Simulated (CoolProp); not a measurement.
The numbers come from the reference Helmholtz-energy equation of state, Lemmon 2022 in CoolProp.

Task: Give the vapour pressure (bar), enthalpy of vaporisation (kJ/kg), vapour viscosity (µPa s) of saturated R1234yf at 280.9, 284.2, 307 K.

Result: 
```csv
T (K),p (bar),enthalpy of vaporisation (kJ/kg),vapour viscosity (µPa s)
280.9,4.08,158,11.7
284.2,4.52,156,11.9
307,8.69,138,13.0
```

Viscosity comes from a separate model (Bell 2016), an estimate that may be off by 10 % or more.
